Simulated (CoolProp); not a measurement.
Properties of hexamethyldisiloxane (MM) along the isotherm 346.85 °C.

Computed with CoolProp (reference Helmholtz-energy equation of state, Thol 2016).

| p (MPa) | phase | cp (kJ/(kg K)) | speed of sound (m/s) | isothermal compressibility (1/MPa) | expansivity (1/kK) | fugacity coefficient |
|---|---|---|---|---|---|---|
| 0.302 | gas | 2.280 | 175.3 | 3.412 | 1.809 | 0.9712 |
| 0.603 | gas | 2.295 | 170.3 | 1.764 | 2.033 | 0.9431 |
| 0.905 | gas | 2.313 | 165.4 | 1.214 | 2.290 | 0.9156 |
| 1.21 | gas | 2.333 | 160.5 | 0.9382 | 2.586 | 0.8886 |
| 1.51 | gas | 2.357 | 156.0 | 0.7760 | 2.914 | 0.8627 |
| 1.81 | gas | 2.384 | 151.7 | 0.6674 | 3.281 | 0.8377 |
| 2.11 | supercritical | 2.416 | 147.8 | 0.5894 | 3.687 | 0.8135 |
| 2.41 | supercritical | 2.452 | 144.1 | 0.5304 | 4.133 | 0.7902 |
| 2.72 | supercritical | 2.495 | 140.7 | 0.4828 | 4.634 | 0.7671 |
| 3.02 | supercritical | 2.540 | 137.8 | 0.4452 | 5.153 | 0.7456 |
| 3.32 | supercritical | 2.589 | 135.3 | 0.4128 | 5.689 | 0.7250 |
| 3.62 | supercritical | 2.639 | 133.4 | 0.3832 | 6.212 | 0.7053 |
| 3.92 | supercritical | 2.687 | 132.4 | 0.3539 | 6.678 | 0.6864 |
| 4.22 | supercritical | 2.730 | 132.6 | 0.3233 | 7.031 | 0.6684 |
| 4.53 | supercritical | 2.763 | 134.5 | 0.2893 | 7.216 | 0.6508 |
| 4.83 | supercritical | 2.783 | 138.0 | 0.2549 | 7.192 | 0.6348 |
